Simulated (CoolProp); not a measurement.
Vapour-liquid equilibrium of dimethyl carbonate (1) + n-octane (2) at 346.7 K; x and y are mole fractions of (1).

Computed with CoolProp (multi-fluid Helmholtz-energy mixture model, Zhou 2011 and Beckmüller 2019; pair parameters Bell 2016).

| x | bubble pressure, mixture model (MPa) | bubble pressure, Raoult's law (MPa) | y, mixture model | y, Raoult's law |
|---|---|---|---|---|
| 0.05 | [?] | 0.02025 | 0.367 | 0.143 |
| 0.2 | [?] | 0.02621 | 0.662 | 0.443 |
| 0.35 | 0.05456 | 0.03217 | 0.740 | 0.631 |
| 0.5 | [?] | 0.03813 | 0.773 | 0.761 |
| 0.65 | 0.05964 | 0.04409 | [?] | 0.855 |
| 0.8 | [?] | 0.05005 | 0.829 | 0.927 |
| 0.95 | 0.05982 | 0.05601 | 0.927 | 0.984 |

Q: Complete the blanks.

A: 
- 0.05, bubble pressure, mixture model (MPa): 0.02766
- 0.2, bubble pressure, mixture model (MPa): 0.04609
- 0.5, bubble pressure, mixture model (MPa): 0.05804
- 0.65, y, mixture model: 0.794
- 0.8, bubble pressure, mixture model (MPa): 0.06068

The largest gap from Raoult's law is +75.8 % in bubble pressure, at x = 0.2. y crosses x between x = 0.8 and 0.95: the model has an azeotrope there.

The pair parameters rest on a limited set of measurements; away from them the model extrapolates. With so large a gap from Raoult's law the liquid may split in two, which this calculation doesn't test in full.
